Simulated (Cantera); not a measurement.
Cantera run, input and output.

```python
import numpy as np
import cantera as ct

gas = ct.Solution("gri30.yaml")
gas.TPX = 1100, 101325, {'N2O': 1}
reactor = ct.IdealGasConstPressureReactor(gas, energy="off", clone=False)
net = ct.ReactorNet([reactor])
net.rtol, net.atol = 1e-08, 1e-18
show = ['N2O', 'O', 'O2', 'NO2', 'N2', 'NO']
times = np.geomspace(4e-06, 7, 10)

steps = ct.SolutionArray(gas, extra=["t"])
rows = []
print(f"{'t/s':>10s}{'T/K':>9s}{'P/Pa':>11s}" + "".join(f"{s:>11s}" for s in show))
for t in times:
    while net.time < t:
        t_next = net.step()
        steps.append(gas.state, t=t_next)
    rows.append([np.interp(t, steps.t, y) for y in (steps.T, steps.P, *steps(*show).X.T)])
    print(f"{t:10.3e}{rows[-1][0]:9.1f}{rows[-1][1]:11.4g}" + "".join(f"{x:11.3e}" for x in rows[-1][2:]))
rate = np.gradient(steps.T, steps.t)
print("integrator steps:", len(steps.t))
if steps.T.max() > steps.T[0] + 200:
    print(f"time of steepest temperature rise: {steps.t[rate.argmax()]:.4e} s")
gas.TPX = 1100, 101325, {'N2O': 1}
gas.equilibrate("TP")
print(f"equilibrium (TP): T = {gas.T:.1f} K  " + "  ".join(f"{s} {gas[s].X[0]:.3e}" for s in show))
```

Output:

```
       t/s      T/K       P/Pa        N2O          O         O2        NO2         N2         NO
 4.000e-06   1100.0  1.013e+05  1.000e+00  1.176e-07  2.807e-08  3.534e-16  1.758e-07  4.110e-09
 1.976e-05   1100.0  1.013e+05  1.000e+00  2.816e-07  4.173e-07  7.740e-14  1.147e-06  6.110e-08
 9.759e-05   1100.0  1.013e+05  1.000e+00  3.117e-07  3.067e-06  4.178e-12  6.670e-06  4.491e-07
 4.820e-04   1100.0  1.013e+05  9.999e-01  3.117e-07  1.629e-05  1.180e-10  3.409e-05  2.385e-06
 2.381e-03   1100.0  1.013e+05  9.997e-01  3.116e-07  8.160e-05  2.926e-09  1.695e-04  1.195e-05
 1.176e-02   1100.0  1.013e+05  9.987e-01  3.116e-07  4.039e-04  6.844e-08  8.377e-04  5.907e-05
 5.809e-02   1100.0  1.013e+05  9.936e-01  3.110e-07  1.988e-03  1.340e-06  4.123e-03  2.897e-04
 2.869e-01   1100.0  1.013e+05  9.690e-01  3.073e-07  9.629e-03  1.490e-05  1.998e-02  1.391e-03
 1.417e+00   1100.0  1.013e+05  8.604e-01  2.889e-07  4.339e-02  8.148e-05  8.998e-02  6.153e-03
 7.000e+00   1100.0  1.013e+05  5.229e-01  2.191e-07  1.490e-01  2.723e-04  3.082e-01  1.968e-02
integrator steps: 635
equilibrium (TP): T = 1100.0 K  N2O 6.890e-09  O 1.441e-09  O2 3.333e-01  NO2 3.578e-06  N2 6.666e-01  NO 9.905e-05
```

Detailed kinetics in Cantera: GRI-Mech 3.0 (53 species, 325 reactions). GRI-Mech 3.0 was tuned for natural gas; its chemistry of N2O as a main component is partial and can be far from experiment. The mechanism lacks the step 2 NO + O2 → 2 NO2, which can matter for NO2 below about 1400 K. The temperature is held fixed by assumption; the heat of reaction is taken as removed at once.
